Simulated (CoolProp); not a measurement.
R365MFC along the isobar 1.16 MPa: Z from the reference equation and from simpler models built on Tc = 460.0 K, pc = 3.266 MPa, ω = 0.377; each cubic takes its own stable root.

Computed with CoolProp (reference Helmholtz-energy equation of state, Lemmon 2016).

```csv
T (K),phase,reference
346.9,liquid,0.05183
353.4,liquid,0.05161
359.8,liquid,0.05145
366.2,liquid,0.05134
372.7,liquid,0.05130
379.1,liquid,0.05132
385.5,liquid,0.05143
392,liquid,0.05163
398.4,liquid,0.05195
411.3,gas,0.7715
417.7,gas,0.7887
424.2,gas,0.8037
430.6,gas,0.8165
437,gas,0.8279
443.5,gas,0.8382
```

**Question.** How far does each simpler model (van der Waals, Redlich-Kwong) lie from the reference over these 15 states: mean and median of the absolute difference, and the worst?

**Answer.** 
- van der Waals: mean 596.6 %, median 67.1 %, worst +1485.9 % at 398.4 K and 1.16 MPa
- Redlich-Kwong: mean 195.6 %, median 16.6 %, worst +1404.1 % at 398.4 K and 1.16 MPa

At some of these states van der Waals, Redlich-Kwong gives the other phase, because its saturation line lies elsewhere.
